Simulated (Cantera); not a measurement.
## Ignition delay

Mixture: C3H8 : O2 : N2 = 1 : 3.33 : 11.3 (molar parts), equivalence ratio 1.5, at 1.00 bar, adiabatic and at constant volume. Ignition delay is the time to a rise of 400 K.

Model: GRI-Mech 3.0 (53 species, 325 reactions), integrated in Cantera. GRI-Mech 3.0 was tuned for natural gas; its chemistry of propane as a main component is partial and can be far from experiment.

| T0 (K) | delay (ms) |
|---|---|
| 1100 | 50.1 |
| 1175 | 9.30 |
| 1250 | 2.08 |
| 1325 | 0.582 |
| 1400 | 0.204 |
| 1475 | 0.0870 |
| 1550 | 0.0440 |

| Quantity | Value |
|---|---|
| apparent activation energy between 1400 and 1550 K | 180 kJ/mol |
